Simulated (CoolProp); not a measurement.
Nitrous oxide along the isotherm 226.85 °C: fugacity coefficient from the reference equation and from simpler models built on Tc = 36.4 °C, pc = 7245 kPa, ω = 0.161; each cubic takes its own stable root.

Computed with CoolProp (reference Helmholtz-energy equation of state, Lemmon 2006). It is a short technical equation, of lower accuracy than the large ones.

| p (kPa) | phase | reference |
|---|---|---|
| 4170 | gas | 0.9656 |
| 8330 | supercritical | 0.9339 |
| 12500 | supercritical | 0.9046 |
| 16700 | supercritical | 0.8780 |
| 20800 | supercritical | 0.8550 |
| 25000 | supercritical | 0.8346 |
| 29200 | supercritical | 0.8174 |
| 33300 | supercritical | 0.8038 |
| 37500 | supercritical | 0.7929 |
| 41700 | supercritical | 0.7847 |
| 45800 | supercritical | 0.7792 |
| 50000 | supercritical | 0.7759 |

How far does each simpler model (Redlich-Kwong, Peng-Robinson) lie from the reference over these 12 states: mean and median of the absolute difference, and the worst?


- Redlich-Kwong: mean 3.1 %, median 3.5 %, worst -4.1 % at 226.85 °C and 50000 kPa
- Peng-Robinson: mean 0.7 %, median 0.7 %, worst -1.2 % at 226.85 °C and 16700 kPa
